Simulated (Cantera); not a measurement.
Charge: 1 mol Cu2O, 1.5 mol CO, 3 mol N2, held at 2500 K and 0.100 bar.

Method: chemical equilibrium by Gibbs-energy minimisation in Cantera with the NASA 1993 tables (ideal gas, pure condensed phases). Candidate condensed phases: C, Cu, CuO, Cu2O; 27 gas species. Rates play no part.

Base state: N2 0.450, Cu 0.299, CO 0.113, CO2 0.113, O2 0.0136, O 0.00534, NO 0.00442, Cu2 0.000803 (mole fractions); condensed: gas only.

Task: What changes in the equilibrium state with this change: pressure from 0.100 bar to 0.133 bar?

Result: 
| species | before | after |
|---|---|---|
| N2 | 0.450 | 0.451 |
| Cu | 0.299 | 0.299 |
| CO2 | 0.113 | 0.118 |
| CO | 0.113 | 0.109 |
| O2 | 0.0136 | 0.0120 |
| Cu2 | 0.000803 | 0.00107 |
| O | 0.00534 | 0.00434 |

Task: What changes in the equilibrium state with this change: N2 from 3 to 0.12 mol?

Result: 
```csv
species,before,after
Cu,0.299,0.532
CO2,0.113,0.221
CO,0.113,0.184
N2,0.450,0.0316
O2,0.0136,0.0196
Cu2,0.000803,0.00255
NO,0.00442,0.00141
CuO,0.000794,0.00170
```

Task: What changes in the equilibrium state with this change: pressure from 0.100 bar to 13.3 mbar?

Result: 
```tsv
species	before	after
N2	0.450	0.437
Cu	0.299	0.293
CO	0.113	0.148
CO2	0.113	0.0722
O	0.00534	0.0196
O2	0.0136	0.0243
Cu2	0.000803	0.000103
CuO	0.000794	0.000380
NO	0.00442	0.00583
```
